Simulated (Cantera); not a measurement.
Cantera with NASA thermochemical tables; ideal gases at 1 bar, condensed phases pure. Values are per mole of reaction as written; species without (g) are pure solids or liquids, kept so even where they would boil at 1 bar.

6 H2O(g) + 3 O2(g) + 4 B3O3F3(g) = 12 HBO2(g) + 12 F(g), with ΔH° = 5136.6 kJ and ΔS° = 1663.7 J/K at 300 K.

### Question
How far is the shortcut ΔG° ≈ ΔH°(300 K) − T·ΔS°(300 K) from the full temperature-dependent value at 775, 825, 875, 925, 975, 1025, 1075, 1125, 1175 K?

### Answer
```tsv
T (K)	shortcut (kJ)	full (kJ)	difference (kJ)	difference in log10 K
775	3847.2	3847.8	-0.6	0.04
825	3764.0	3765.3	-1.3	0.08
875	3680.8	3683.0	-2.2	0.13
925	3597.6	3600.8	-3.2	0.18
975	3514.4	3518.8	-4.3	0.23
1025	3431.3	3436.8	-5.6	0.28
1075	3348.1	3355.0	-6.9	0.34
1125	3264.9	3273.3	-8.4	0.39
1175	3181.7	3191.8	-10.0	0.45
```
The shortcut ignores the heat-capacity change of the reaction.
